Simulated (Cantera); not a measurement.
Cantera with NASA thermochemical tables; ideal gases at 1 bar, condensed phases pure. Values are per mole of reaction as written; species without (g) are pure solids or liquids, kept so even where they would boil at 1 bar.

Between 950 and 1650 K, where is each reaction favourable under standard conditions?
- NbO2(g) + 2 NH3(g) ⇌ 2 NO(g) + Nb + 6 H(g)


- NbO2(g) + 2 NH3(g) ⇌ 2 NO(g) + Nb + 6 H(g): ΔG° is 1283 kJ at 950 K and 871 kJ at 1650 K; it stays positive (K < 1). ΔH° is 1859 kJ and ΔS° 599 J/K at 1650 K.
